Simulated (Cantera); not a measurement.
Feed: 1 mol CH3F, 1.1 mol Si, equilibrated at 1123.15 K and 5.78 Torr.

Equilibrium computed with Cantera from the NASA thermochemical tables; the gas is ideal and each condensed phase is pure. Candidate condensed phases: C, C6H6, C7H8, C8H18, Si, SiC; 113 gas species. The tables' values for SiF3 are old estimates; treat these amounts as uncertain. Kinetics and transport are ignored.

Question: What is the equilibrium state?

Answer: 
- x(H2) = 0.856
- x(SiF4) = 0.141
- x(HF) = 0.00126
- x(SiHF3) = 0.00125
- x(SiF3) = 0.000448
- x(CH4) = 0.000165
- x(SiH2F2) = 5.56e-6
- x(SiF2) = 1.95e-6
- n(C(graphite)) = 0.150 mol
- n(SiC(s)) = 0.850 mol
- gas amount = 1.750 mol
- log10 activity of Si(s) (absent) = -2.99
